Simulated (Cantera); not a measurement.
Feed: 1 mol Si3N4, 0.32 mol O2, 210 mol N2, held at 1.00 Torr.

Cantera equilibrium calculation (NASA polynomials, part measured and part estimated; ideal gas, pure solids and liquids). Candidate condensed phases: Si, SiO2, Si2N2O, Si3N4; 16 gas species. Mutual solubility and eutectic melting of coexisting phases are not modelled. Kinetics and transport are ignored.

### Question
Which condensed phases are stable at each of these points (T (K)): 1300, 1350, 1400, 1450, 1500, 1550, 1600, 1650, 1700, 1750?

### Answer
```json
[
 {"T (K)": "1300", "condensed phases": "Si2N2O(s) + Si3N4(s)", "Si condensed (%)": "100.0"},
 {"T (K)": "1350", "condensed phases": "Si2N2O(s) + Si3N4(s)", "Si condensed (%)": "100.0"},
 {"T (K)": "1400", "condensed phases": "Si2N2O(s) + Si3N4(s)", "Si condensed (%)": "99.9"},
 {"T (K)": "1450", "condensed phases": "Si2N2O(s) + Si3N4(s)", "Si condensed (%)": "99.7"},
 {"T (K)": "1500", "condensed phases": "Si2N2O(s) + Si3N4(s)", "Si condensed (%)": "98.5"},
 {"T (K)": "1550", "condensed phases": "Si2N2O(s) + Si3N4(s)", "Si condensed (%)": "93.3"},
 {"T (K)": "1600", "condensed phases": "Si3N4(s)", "Si condensed (%)": "78.5"},
 {"T (K)": "1650", "condensed phases": "Si3N4(s)", "Si condensed (%)": "77.7"},
 {"T (K)": "1700", "condensed phases": "Si(l)", "Si condensed (%)": "74.6"},
 {"T (K)": "1750", "condensed phases": "Si(l)", "Si condensed (%)": "69.9"}
]
```

From 1300 K to 1550 K the condensed part is Si2N2O(s) + Si3N4(s). From 1600 K to 1650 K the condensed part is Si3N4(s). From 1700 K to 1750 K the condensed part is Si(l).
